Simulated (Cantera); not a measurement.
Standard-state values (1 bar) from the NASA 1993 polynomials, evaluated with Cantera. Values are per mole of reaction as written; species without (g) are pure solids or liquids, kept so even where they would boil at 1 bar.

2 CH4(g) + NiS = Ni + H2S(g) + 2 CH3(g)

```json
[
 {"T (K)": "523", "ΔH° (kJ)": "513.8", "ΔS° (J/K)": "206.8", "ΔG° (kJ)": "405.7", "log10 K": "-40.52", "condensed phases": "NiS(s), Ni(s)"},
 {"T (K)": "723", "ΔH° (kJ)": "509.0", "ΔS° (J/K)": "199.5", "ΔG° (kJ)": "364.7", "log10 K": "-26.35", "condensed phases": "NiS(s), Ni(s)"},
 {"T (K)": "923", "ΔH° (kJ)": "507.9", "ΔS° (J/K)": "198.3", "ΔG° (kJ)": "324.9", "log10 K": "-18.38", "condensed phases": "NiS(s), Ni(s)"},
 {"T (K)": "1123", "ΔH° (kJ)": "…", "ΔS° (J/K)": "…", "ΔG° (kJ)": "…", "log10 K": "…", "condensed phases": "NiS(s), Ni(s)"},
 {"T (K)": "1323", "ΔH° (kJ)": "469.5", "ΔS° (J/K)": "166.9", "ΔG° (kJ)": "248.6", "log10 K": "-9.82", "condensed phases": "NiS(l), Ni(s)"},
 {"T (K)": "1523", "ΔH° (kJ)": "…", "ΔS° (J/K)": "…", "ΔG° (kJ)": "…", "log10 K": "…", "condensed phases": "NiS(l), Ni(s)"},
 {"T (K)": "1723", "ΔH° (kJ)": "456.2", "ΔS° (J/K)": "158.2", "ΔG° (kJ)": "183.7", "log10 K": "-5.57", "condensed phases": "NiS(l), Ni(s)"},
 {"T (K)": "1923", "ΔH° (kJ)": "466.3", "ΔS° (J/K)": "164.3", "ΔG° (kJ)": "150.5", "log10 K": "-4.09", "condensed phases": "NiS(l), Ni(l)"},
 {"T (K)": "2123", "ΔH° (kJ)": "458.8", "ΔS° (J/K)": "160.5", "ΔG° (kJ)": "118.0", "log10 K": "-2.90", "condensed phases": "NiS(l), Ni(l)"},
 {"T (K)": "2323", "ΔH° (kJ)": "…", "ΔS° (J/K)": "…", "ΔG° (kJ)": "…", "log10 K": "…", "condensed phases": "NiS(l), Ni(l)"}
]
```

Q: Fill in the missing entries.

A: 
- 1123, ΔH° (kJ): 504.8
- 1123, ΔS° (J/K): 195.2
- 1123, ΔG° (kJ): 285.5
- 1123, log10 K: -13.28
- 1523, ΔH° (kJ): 463.0
- 1523, ΔS° (J/K): 162.4
- 1523, ΔG° (kJ): 215.7
- 1523, log10 K: -7.40
- 2323, ΔH° (kJ): 450.9
- 2323, ΔS° (J/K): 157.0
- 2323, ΔG° (kJ): 86.2
- 2323, log10 K: -1.94
